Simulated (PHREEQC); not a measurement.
Solution (20 °C): 0.026 mol ZnCl2, 0.0011 mol H3BO3 and 0.00011 mol FeSO4 per kg of water. Closed to the air; pH follows from the charge balance.

Computed with PHREEQC (ion-association model, phreeqc.dat).

```
quantity                         before     after
------------------------------  -------  --------
pH                                 5.35      6.35
Zn+2 (mol/kgw)                   0.0248  0.000259
ZnCl+ (mol/kgw)                 0.00112   2.56e-7
SO4-2 (mol/kgw)                 5.69e-5   1.05e-6
SI of Melanterite (FeSO4:7H2O)    -6.70     -9.77
```

### Question
Name the change that produced these shifts.
(A) temperature from 20 to 25 °C
(B) H3BO3 from 0.0011 to 0.0055 mol/kgw
(C) temperature from 20 to 75 °C
(D) diluted 100-fold with water
(E) 0.026 mol/kgw K2SO4 added

### Answer
D, diluted 100-fold with water

No solid was allowed to form.
